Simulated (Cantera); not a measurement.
A perfectly stirred reactor is fed with CH4 : H2 : O2 : N2 = 1 : 0.078 : 1.7 : 6.39 (molar parts), equivalence ratio 1.2, at 520000 Pa; it is adiabatic with a 600 K inlet, and is followed from long to short residence time, starting on the burning branch (τ in s: 0.37, 0.13, 0.043, 0.015, 0.005, 0.0017, 0.00059, 0.0002, 6.9e-05).

Computed with Cantera and GRI-Mech 3.0 (53 species, 325 reactions).

**Question.** Predict: blow-out, bracketed by the residence times tried; x(CH4) at τ = 0.370 s; x(H2) at τ = 0.370 s; x(O2) at τ = 0.370 s; x(O) at τ = 0.370 s; x(CH4) at τ = 5.00 ms; x(H2) at τ = 5.00 ms; x(O2) at τ = 5.00 ms; x(O) at τ = 5.00 ms; x(C2H) at τ = 5.00 ms.

**Answer.** 
- blow-out, bracketed by the residence times tried: burning at 69.0 µs, the shortest tried
- x(CH4) at τ = 0.370 s: 1.33e-6
- x(H2) at τ = 0.370 s: 0.0260
- x(O2) at τ = 0.370 s: 9.30e-5
- x(O) at τ = 0.370 s: 2.86e-5
- x(CH4) at τ = 5.00 ms: 3.70e-5
- x(H2) at τ = 5.00 ms: 0.0263
- x(O2) at τ = 5.00 ms: 0.000467
- x(O) at τ = 5.00 ms: 8.27e-5
- x(C2H) at τ = 5.00 ms: 1.09e-9
